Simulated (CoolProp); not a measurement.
C3F8 (R218) at 298.15 K and 0.726 MPa is throttled through a valve to 0.388 MPa with no heat exchange. Each further row changes one setting.

Values from CoolProp's reference Helmholtz-energy equation of state, Lemmon 2006. It is a short technical equation, of lower accuracy than the large ones.

```json
[
 {"case": "as stated", "temperature change (K)": "-5.6", "final density (kg/m³)": "33.1"},
 {"case": "outlet pressure 0.116 MPa", "temperature change (K)": "___", "final density (kg/m³)": "9.35"},
 {"case": "outlet pressure 0.504 MPa", "temperature change (K)": "___", "final density (kg/m³)": "___"}
]
```

Task: What belongs in the gaps?

Result: 
- outlet pressure 0.116 MPa, temperature change (K): -9.7
- outlet pressure 0.504 MPa, temperature change (K): -3.8
- outlet pressure 0.504 MPa, final density (kg/m³): 44.2
